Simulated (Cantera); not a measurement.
**NO annealing gas**

An isothermal, constant-pressure homogeneous reactor starts with NO : N2 : H2O = 1 : 13 : 0.16 (molar parts), at 1625 K and 1.78 atm.

Cantera simulation using GRI-Mech 3.0 (53 species, 325 reactions); the numbers are that mechanism's predictions, not measurements.

```tsv
t (s)	x NO	x N2O	x NO2	x O2	x O
2.00e-6	0.0706	7.31e-10	2.93e-11	<1e-12	6.83e-10
6.02e-6	0.0706	2.20e-9	2.42e-10	<1e-12	1.80e-9
1.81e-5	0.0706	6.61e-9	1.72e-9	<1e-12	3.81e-9
5.45e-5	0.0706	1.98e-8	9.00e-9	4.93e-12	5.32e-9
0.000164	0.0706	5.90e-8	3.40e-8	2.32e-11	5.85e-9
0.000494	0.0706	1.72e-7	1.16e-7	1.37e-10	7.16e-9
0.00149	0.0706	4.71e-7	4.31e-7	1.47e-9	1.23e-8
0.00447	0.0706	1.08e-6	2.15e-6	4.23e-8	4.38e-8
0.0135	0.0706	1.72e-6	7.78e-6	1.59e-6	1.54e-7
0.0405	0.0706	1.85e-6	9.19e-6	1.07e-5	1.82e-7
0.122	0.0705	1.84e-6	1.05e-5	4.02e-5	2.06e-7
0.367	0.0703	1.83e-6	1.32e-5	0.000130	2.57e-7
1.10	0.0698	1.80e-6	1.86e-5	0.000400	3.62e-7
3.32	0.0682	1.72e-6	2.82e-5	0.00120	5.58e-7
10.0	0.0637	1.51e-6	4.24e-5	0.00342	8.91e-7
```
x: mole fraction; the columns are a selection and need not sum to one.

Equilibrium at this temperature and pressure: NO 0.000968, N2O 8.47e-8, NO2 1.99e-6, O2 0.0348, O 2.72e-6 (gas phase only).
